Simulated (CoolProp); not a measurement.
Vapour-liquid equilibrium of diethyl ether (1) + acetone (2) at 0.332 MPa; x and y are mole fractions of (1).

Computed with CoolProp (multi-fluid Helmholtz-energy mixture model, Thol 2014 and Lemmon 2006; pair parameters Bell 2016).

```csv
x,bubble temperature (K),y at the bubble point,dew temperature at overall composition x (K),liquid density (mol/L)
0.05,366.2,0.106,367.5,11.85
0.125,362.6,0.244,365.7,11.56
0.2,359.4,0.359,363.7,11.28
0.275,356.6,0.453,361.7,11.00
0.35,354.3,0.532,359.6,10.73
0.425,352.3,0.598,357.5,10.46
0.5,350.7,0.654,355.2,10.21
0.575,349.4,0.704,353.0,9.956
0.65,348.3,0.750,350.8,9.717
0.725,347.4,0.795,348.9,9.489
0.8,346.7,0.842,347.3,9.273
0.875,346.2,0.893,346.3,9.067
0.95,345.9,0.952,345.9,8.873
```

No azeotrope shows between x = 0.05 and 0.95.

The pair parameters rest on a limited set of measurements; away from them the model extrapolates.
